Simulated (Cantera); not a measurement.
## Premixed flame

A freely propagating, adiabatic, planar premixed flame of CH4 : C2H6 : C3H8 : O2 : N2 = 1 : 0.27 : 1 : 6.62 : 29.1 (molar parts), equivalence ratio 1.2, unburnt at 500 K and 2400 Torr; mixture-averaged transport, grid criteria slope 0.08 and curve 0.16, no radiation.

Model: GRI-Mech 3.0 (53 species, 325 reactions), integrated in Cantera. GRI-Mech 3.0 was tuned for natural gas; its chemistry of propane as a main component is partial and can be far from experiment. Burning velocities carry a grid error of a few per cent, more on coarse grids.

| z (mm) | T (K) | u (m/s) | x CH4 | x C2H6 | x C3H8 | x C2H | x HCO | x O2 |
|---|---|---|---|---|---|---|---|---|
| -0.442 | 500 | 0.550 | 0.0263 | 0.00710 | 0.0263 | <1e-8 | <1e-8 | 0.174 |
| -0.294 | 505 | 0.557 | 0.0261 | 0.00707 | 0.0262 | <1e-8 | <1e-8 | 0.173 |
| -0.221 | 519 | 0.574 | 0.0258 | 0.00703 | 0.0261 | <1e-8 | <1e-8 | 0.171 |
| -0.147 | 608 | 0.679 | 0.0243 | 0.00680 | 0.0254 | <1e-8 | <1e-8 | 0.163 |
| -0.0736 | 1027 | 1.18 | 0.0183 | 0.00521 | 0.0174 | <1e-8 | 3.64e-7 | 0.122 |
| -0.0368 | 1416 | 1.66 | 0.0123 | 0.00275 | 0.00570 | 3.21e-8 | 1.14e-5 | 0.0812 |
| 0 | 1781 | 2.12 | 0.00443 | 0.000232 | 0.000117 | 1.43e-6 | 3.41e-5 | 0.0386 |
| 0.0368 | 1953 | 2.32 | 0.000576 | 1.60e-6 | 4.09e-8 | 1.64e-6 | 1.34e-5 | 0.0149 |
| 0.0736 | 2008 | 2.38 | 4.36e-5 | <1e-8 | <1e-8 | 2.31e-7 | 1.83e-6 | 0.00650 |
| 0.147 | 2054 | 2.42 | 2.89e-7 | <1e-8 | <1e-8 | <1e-8 | 2.34e-7 | 0.00264 |
| 0.294 | 2097 | 2.47 | <1e-8 | <1e-8 | <1e-8 | <1e-8 | 1.50e-7 | 0.00132 |
| 0.589 | 2133 | 2.50 | <1e-8 | <1e-8 | <1e-8 | <1e-8 | 9.07e-8 | 0.000571 |
| 1.18 | 2155 | 2.53 | <1e-8 | <1e-8 | <1e-8 | <1e-8 | 5.05e-8 | 0.000197 |
x: mole fraction of selected species; z is measured from the peak of heat release.

```yaml
laminar_burning_velocity: 54.9 cm/s
thermal_thickness: 0.147 mm
peak x(C2H): 2.29e-6
peak x(HCO): 3.45e-5
grid_points: 151
```
